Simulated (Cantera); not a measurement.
A perfectly stirred reactor is fed with 4.17 % NH₃, 95.8 % N₂, at 1350 Torr; it is held at 2398 K, and followed from long to short residence time.

Cantera simulation using the gas-phase N/H chemistry of the illustrative SiF4/NH3 mechanism in the Surface Chemkin manual (1991); the numbers are that mechanism's predictions, not measurements. Walls and surfaces, which speed up NH3 decomposition in real reactors, are not modelled.

Question: Predict: x(NH₃) at τ = 14.0 s; x(N) at τ = 14.0 s; x(N₂) at τ = 14.0 s; x(NH₂) at τ = 14.0 s; x(NH₃) at τ = 0.140 s; x(N) at τ = 0.140 s; x(N₂H₂) at τ = 0.140 s; x(N₂) at τ = 0.140 s; x(NH₂) at τ = 0.140 s.

Answer: 
| Item | Value |
|---|---|
| x(NH₃) at τ = 14.0 s | 5.15e-6 |
| x(N) at τ = 14.0 s | 1.38e-6 |
| x(N₂) at τ = 14.0 s | 0.939 |
| x(NH₂) at τ = 14.0 s | 8.10e-7 |
| x(NH₃) at τ = 0.140 s | 9.78e-5 |
| x(N) at τ = 0.140 s | 9.87e-6 |
| x(N₂H₂) at τ = 0.140 s | 1.47e-9 |
| x(N₂) at τ = 0.140 s | 0.939 |
| x(NH₂) at τ = 0.140 s | 1.11e-5 |
